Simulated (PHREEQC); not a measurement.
Ultrapure water in contact with air or piping (model solution)

Model water analysis in mg/L, 25 °C, pH 6.23, pe 0.5:

```
constituent             mg/L
------------------  --------
Na                     0.181
K                      0.018
Ca                    0.0343
Mg                     0.236
Cl                     0.551
S(6) as SO4             0.34
Alkalinity as HCO3     0.406
Mn(2)               0.000788
Sr                   0.00712
Fe(2)                 0.0455
Li                   0.00489
```

Valence states are taken as typed.

All values are PHREEQC results (ion-association model, phreeqc.dat), not measurements.

```json
{
 "ionic_strength": "4.62e-5 mol/kgw",
 "charge_balance_error": "4.3 %"
}
```

```tsv
species	molality	activity	log γ
Cl-	1.55e-5	1.54e-5	-0.003
Mg+2	9.70e-6	9.40e-6	-0.014
CO2	9.49e-6	9.49e-6	0.000
Na+	7.87e-6	7.81e-6	-0.003
HCO3-	7.23e-6	7.17e-6	-0.003
SO4-2	3.53e-6	3.42e-6	-0.014
Ca+2	8.55e-7	8.29e-7	-0.014
Fe+2	8.13e-7	7.88e-7	-0.014
Li+	7.05e-7	6.99e-7	-0.003
H+	5.94e-7	5.89e-7	-0.003
K+	4.60e-7	4.57e-7	-0.003
Sr+2	8.12e-8	7.87e-8	-0.014
OH-	1.73e-8	1.72e-8	-0.003
Mn+2	1.43e-8	1.39e-8	-0.014
MgSO4	7.54e-9	7.54e-9	0.000
```

This is a speciation only: nothing precipitates in the calculation. Complexes and solids missing from the database can't appear.
